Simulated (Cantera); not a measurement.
A perfectly stirred reactor is fed with N2O : H2 : N2 = 1 : 0.02 : 3.2 (molar parts), at 1.60 bar; it is held at 1448 K, and followed from long to short residence time.

Model: GRI-Mech 3.0 (53 species, 325 reactions), integrated in Cantera. GRI-Mech 3.0 was tuned for natural gas; its chemistry of N2O as a main component is partial and can be far from experiment. The temperature is held fixed by assumption; the heat of reaction is taken as removed at once.

**Question.** What does this change do: pressure from 1.60 bar to 0.500 bar?

**Answer.** 
| quantity | before | after |
|---|---|---|
| x(N2O) at τ = 2.50 s | 0.00323 | 0.00794 |
| x(H2) at τ = 2.50 s | 1.36e-6 | 2.60e-6 |
| x(NO2) at τ = 2.50 s | 0.000101 | 7.17e-5 |
| x(OH) at τ = 2.50 s | 2.40e-5 | 3.98e-5 |
| x(H2O2) at τ = 2.50 s | 2.40e-9 | 1.92e-9 |
| x(N2O) at τ = 9.10 ms | 0.163 | 0.202 |
| x(H2) at τ = 9.10 ms | 0.000117 | 0.000293 |
| x(NO2) at τ = 9.10 ms | 0.000155 | 6.20e-5 |
| x(OH) at τ = 9.10 ms | 7.01e-5 | 8.81e-5 |
| x(H2O2) at τ = 9.10 ms | 1.68e-8 | 9.66e-9 |

**Question.** What does this change do: pressure from 1.60 bar to 5.18 Torr?

**Answer.** 
```json
[
 {"quantity": "x(N2O) at τ = 2.50 s", "before": "0.00323", "after": "0.146"},
 {"quantity": "x(H2) at τ = 2.50 s", "before": "1.36e-6", "after": "8.86e-5"},
 {"quantity": "x(NO2) at τ = 2.50 s", "before": "0.000101", "after": "5.50e-5"},
 {"quantity": "x(OH) at τ = 2.50 s", "before": "2.40e-5", "after": "7.66e-5"},
 {"quantity": "x(H2O2) at τ = 2.50 s", "before": "2.40e-9", "after": "3.59e-10"},
 {"quantity": "x(N2O) at τ = 9.10 ms", "before": "0.163", "after": "0.236"},
 {"quantity": "x(H2) at τ = 9.10 ms", "before": "0.000117", "after": "0.00404"},
 {"quantity": "x(NO2) at τ = 9.10 ms", "before": "0.000155", "after": "2.75e-7"},
 {"quantity": "x(OH) at τ = 9.10 ms", "before": "7.01e-5", "after": "7.62e-5"},
 {"quantity": "x(H2O2) at τ = 9.10 ms", "before": "1.68e-8", "after": "8.44e-9"}
]
```
Radical loss at walls, strong at low pressure, is not modelled.

**Question.** What does this change do: temperature 1448 to 1300 K?

**Answer.** 
```
quantity                  before     after
----------------------  --------  --------
x(N2O) at τ = 2.50 s     0.00323    0.0222
x(H2) at τ = 2.50 s      1.36e-6   3.69e-6
x(NO2) at τ = 2.50 s    0.000101  0.000175
x(OH) at τ = 2.50 s      2.40e-5   1.04e-5
x(H2O2) at τ = 2.50 s    2.40e-9   3.52e-9
x(N2O) at τ = 9.10 ms      0.163     0.221
x(H2) at τ = 9.10 ms    0.000117  0.000364
x(NO2) at τ = 9.10 ms   0.000155   3.58e-5
x(OH) at τ = 9.10 ms     7.01e-5   2.90e-5
x(H2O2) at τ = 9.10 ms   1.68e-8   2.51e-8
```
The mechanism lacks the step 2 NO + O2 → 2 NO2, which can matter for NO2 below about 1400 K.
